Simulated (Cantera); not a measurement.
Input (Python, Cantera) and output of one run.

```python
import numpy as np
import cantera as ct

gas_names = [...]  # 109 gases of nasa_gas.yaml made of C, Cl, H, Si
cond_names = """
    C(gr) C6H6(L) C7H8(L) C8H18(L),n-octa Si(cr) Si(L) SiC(b)
""".split()


# ... load() reads the species with a 1 bar reference pressure and builds the phases ...
atoms = {
    'SiH2Cl2': {'Si': 1, 'H': 2, 'CL': 2},
    'C2H4': {'C': 2, 'H': 4},
    'H2': {'H': 2},
}
top_T = {'C(gr)': 4500, 'SiC(b)': 3050}  # K; cautious upper limits of use, not melting points


# ... equilibrate(T, P, feed) seeds the gas with the atoms and calls Mixture.equilibrate('TP', solver="vcs", rtol=1e-11, max_steps=5000) ...
results = []
feed = {'SiH2Cl2': 1, 'C2H4': 0.012, 'H2': 86}  # mol
P = 830  # Pa
for T in [1450, 1550, 1650, 1750, 1850, 1950, 2050, 2150, 2250, 2350, 2450, 2550]:
    mix = equilibrate(T, P, feed)
    results.append((T, P, feed, dict(zip(mix.species_names, mix.species_moles))))

top = {s: max(r[3][s] / sum(r[3][g] for g in gas_names) for r in results) for s in gas_names}
cols = sorted((s for s in top if top[s] > 1e-05), key=lambda s: -top[s])[:7]
seen = [c for c in cond_names if any(r[3].get(c, 0) > 1e-12 for r in results)]
print("log10 of partial pressures in bar; condensed amounts in mol")
print(f"{'T/K':>10s}" + "".join(f"{s[:9]:>10s}" for s in cols + seen))
for T, P, feed, n in results:
    ng = sum(n[g] for g in gas_names)
    print(f"{T:10.4g}" + "".join(f"{np.log10(max(n[s] / ng * P / 1e5, 1e-99)):10.3f}" for s in cols)
          + "".join(f"{n.get(c, 0):10.4g}" for c in seen))
```

It prints:

```
log10 of partial pressures in bar; condensed amounts in mol
       T/K        H2         H       HCL        Si        CL     SiCL2       SiH    Si(cr)     Si(L)    SiC(b)
      1450    -2.090    -6.069    -3.777    -8.512    -7.845    -4.975    -8.958    0.8625         0   0.02399
      1550    -2.090    -5.547    -3.780    -7.479    -7.335    -4.948    -8.104    0.8549         0   0.02399
      1650    -2.091    -5.087    -3.784    -6.572    -6.886    -4.926    -7.356    0.8447         0   0.02397
      1750    -2.092    -4.679    -3.782    -5.824    -6.482    -4.951    -6.748         0    0.8335   0.02385
      1850    -2.093    -4.315    -3.779    -5.191    -6.120    -5.003    -6.241         0    0.7815     0.023
      1950    -2.097    -3.989    -3.780    -4.623    -5.797    -5.057    -5.788         0    0.5733   0.01813
      2050    -2.106    -3.697    -3.785    -4.149    -5.507    -5.147    -5.420         0         0         0
      2150    -2.115    -3.433    -3.772    -4.107    -5.225    -5.580    -5.476         0         0         0
      2250    -2.131    -3.195    -3.781    -4.088    -4.985    -6.028    -5.549         0         0         0
      2350    -2.155    -2.982    -3.806    -4.085    -4.778    -6.476    -5.635         0         0         0
      2450    -2.191    -2.793    -3.848    -4.093    -4.598    -6.922    -5.733         0         0         0
      2550    -2.244    -2.628    -3.909    -4.111    -4.446    -7.370    -5.843         0         0         0
```

Equilibrium computed with Cantera from the NASA thermochemical tables; the gas is ideal and each condensed phase is pure. Mutual solubility and eutectic melting of coexisting phases are not modelled. The tables' values for SiCl are old estimates; treat these amounts as uncertain. Gases not in the tables: Si2H6 and higher silanes.
